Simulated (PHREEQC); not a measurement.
0.057 g of hydrous ferric oxide (600 m²/g; 0.2 weak and 0.005 strong sites per Fe, Dzombak-Morel constants, diffuse double layer) in 1 kg of water with 0.005 mol/kgw of an inert sodium salt and 2.6e-07 mol Na2SO4 and 2.2e-05 mol ZnCl2, at 25 °C; the pH is set by adding NaOH or the inert anion's acid. Oxygen alone is held at its pressure in air (log pO2 = -0.68). CO2 from the air is kept out. Nothing may precipitate in this run.

Base run: PHREEQC, ion-association model, wateq4f.dat. Each further column changes one thing. The table gives Zn sorbed (%).

```tsv
pH	base	no electrostatic term (-no_edl)	background salt from 0.005 to 0.0005 mol/kgw	oxide from 0.057 to 0.29 g/kgw	3.4e-05 mol/kgw H3BO3 added
4	0.0	0.0	0.0	0.0	0.0
4.67	0.1	0.3	0.1	?	0.1
5.33	1.2	4.0	1.0	6.0	1.2
6	8.9	?	8.6	37.3	8.9
6.67	23.9	?	?	78.0	23.9
7.33	66.7	?	68.1	97.6	66.7
8.67	99.3	98.8	99.4	100.0	99.3
9.33	99.5	93.0	99.5	100.0	99.5
10	99.4	50.6	99.5	100.0	99.4
10.67	99.1	?	99.4	100.0	99.1
11.33	97.5	2.3	98.3	99.9	97.5
12	77.4	0.0	81.5	98.8	77.4
```

Some entries are withheld; supply them.


- 4.67, oxide from 0.057 to 0.29 g/kgw: 0.5
- 6, no electrostatic term (-no_edl): 16.6
- 6.67, no electrostatic term (-no_edl): 53.0
- 6.67, background salt from 0.005 to 0.0005 mol/kgw: 24.2
- 7.33, no electrostatic term (-no_edl): 91.6
- 10.67, no electrostatic term (-no_edl): 14.9

 In at least one series the solution becomes supersaturated in solids that the run did not let form, among them Zincite(c).
